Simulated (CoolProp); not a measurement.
CF4 (R14) at 293.15 K and 12.3 MPa flows at 1.1 m/s in a round tube of 100 mm bore and 15 µm roughness, fully developed (64/Re and Nu = 3.66 if laminar; Colebrook and Gnielinski if turbulent). Each further row changes one setting.

Values from CoolProp's reference Helmholtz-energy equation of state, Platzer 1990. This equation is an older, rougher fit; its heat capacities, sound speeds and derivatives of the liquid may be far off and weren't checked against measurements.

```
case              Reynolds number  Darcy friction factor  pressure drop (Pa/m)  heat-transfer coefficient (W/(m² K))  mass flow (kg/h)
----------------  ---------------  ---------------------  --------------------  ------------------------------------  ----------------
as stated                 1880000                 0.0136                  54.6                                  1270             20600
velocity 2.2 m/s          3750000                 0.0133                   213                                  2490             41200
diameter 200 mm           3750000                 0.0119                  23.9                                  1120             82400
```

Viscosity comes from a separate model (Huber 2003), an estimate that may be off by 10 % or more. Thermal conductivity comes from a separate model (Huber 2003), an estimate that may be off by 10 % or more.
